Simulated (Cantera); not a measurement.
Cantera run, input and output.

```python
import numpy as np
import cantera as ct

gas = ct.Solution("gri30.yaml")
gas.TPX = 1550, 100000, {'CO': 1, 'H2': 0.48, 'CH4': 0.058, 'O2': 0.389, 'N2': 1.46}
reactor = ct.IdealGasConstPressureReactor(gas, energy="on", clone=False)
net = ct.ReactorNet([reactor])
net.rtol, net.atol = 1e-08, 1e-16
show = ['CO', 'H2', 'CH4', 'HCN', 'NO', 'HO2']
times = np.geomspace(3e-06, 0.7, 14)

steps = ct.SolutionArray(gas, extra=["t"])
rows = []
print(f"{'t/s':>10s}{'T/K':>9s}{'P/Pa':>11s}" + "".join(f"{s:>11s}" for s in show))
for t in times:
    while net.time < t:
        t_next = net.step()
        steps.append(gas.state, t=t_next)
    rows.append([np.interp(t, steps.t, y) for y in (steps.T, steps.P, *steps(*show).X.T)])
    print(f"{t:10.3e}{rows[-1][0]:9.1f}{rows[-1][1]:11.4g}" + "".join(f"{x:11.3e}" for x in rows[-1][2:]))
rate = np.gradient(steps.T, steps.t)
print("integrator steps:", len(steps.t))
if steps.T.max() > steps.T[0] + 200:
    print(f"time of steepest temperature rise: {steps.t[rate.argmax()]:.4e} s")
gas.TPX = 1550, 100000, {'CO': 1, 'H2': 0.48, 'CH4': 0.058, 'O2': 0.389, 'N2': 1.46}
gas.equilibrate("HP")
print(f"equilibrium (HP): T = {gas.T:.1f} K  " + "  ".join(f"{s} {gas[s].X[0]:.3e}" for s in show))
```

Result:

```
       t/s      T/K       P/Pa         CO         H2        CH4        HCN         NO        HO2
 3.000e-06   1550.0      1e+05  2.952e-01  1.417e-01  1.712e-02  1.794e-18  6.766e-15  5.112e-07
 7.763e-06   1550.1      1e+05  2.952e-01  1.417e-01  1.710e-02  4.385e-15  2.512e-13  1.914e-06
 2.009e-05   1715.7      1e+05  2.968e-01  1.158e-01  6.470e-03  1.397e-07  7.977e-08  7.926e-05
 5.199e-05   2219.8      1e+05  2.398e-01  5.096e-02  3.811e-14  6.934e-11  3.482e-05  2.556e-06
 1.345e-04   2507.8      1e+05  2.458e-01  5.172e-02  2.958e-14  3.485e-10  1.356e-04  1.651e-06
 3.481e-04   2725.1      1e+05  2.477e-01  5.131e-02  1.214e-13  4.106e-09  4.840e-04  1.273e-06
 9.008e-04   2786.0      1e+05  2.481e-01  5.132e-02  2.849e-13  1.704e-08  1.269e-03  1.093e-06
 2.331e-03   2783.5      1e+05  2.485e-01  5.166e-02  3.020e-13  2.884e-08  2.372e-03  1.041e-06
 6.032e-03   2781.7      1e+05  2.487e-01  5.181e-02  3.061e-13  3.364e-08  2.840e-03  1.022e-06
 1.561e-02   2781.6      1e+05  2.487e-01  5.181e-02  3.062e-13  3.381e-08  2.856e-03  1.022e-06
 4.040e-02   2781.6      1e+05  2.487e-01  5.181e-02  3.062e-13  3.381e-08  2.856e-03  1.022e-06
 1.045e-01   2781.6      1e+05  2.487e-01  5.181e-02  3.062e-13  3.381e-08  2.856e-03  1.022e-06
 2.705e-01   2781.6      1e+05  2.487e-01  5.181e-02  3.062e-13  3.381e-08  2.856e-03  1.022e-06
 7.000e-01   2781.6      1e+05  2.487e-01  5.181e-02  3.062e-13  3.381e-08  2.856e-03  1.022e-06
integrator steps: 1523
time of steepest temperature rise: 2.1050e-05 s
equilibrium (HP): T = 2781.6 K  CO 2.487e-01  H2 5.181e-02  CH4 3.681e-13  HCN 3.381e-08  NO 2.856e-03  HO2 1.022e-06
```

Model: GRI-Mech 3.0 (53 species, 325 reactions), integrated in Cantera.
